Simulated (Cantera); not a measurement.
Mixture: CH4 : CO : O2 : N2 = 1 : 0.075 : 3.77 : 16.2 (molar parts), equivalence ratio 0.54, at 0.680 bar, adiabatic and at constant volume. Ignition delay is the time to a rise of 400 K.

Cantera simulation using GRI-Mech 3.0 (53 species, 325 reactions); the numbers are that mechanism's predictions, not measurements.

Task: What does this change do: pressure from 0.680 bar to 18.0 bar?

Result: 
```
quantity                                                before       after
--------------------------------------------------  ----------  ----------
delay at 1075 K                                        0.371 s     13.7 ms
delay at 1225 K                                        35.1 ms     1.68 ms
delay at 1375 K                                        5.00 ms    0.316 ms
delay at 1525 K                                        1.10 ms     77.3 µs
delay at 1675 K                                       0.350 ms     23.0 µs
apparent activation energy between 1600 and 1750 K  160 kJ/mol  170 kJ/mol
```
The pressure lies above the range GRI-Mech 3.0 was tuned for (to about 10 atm).
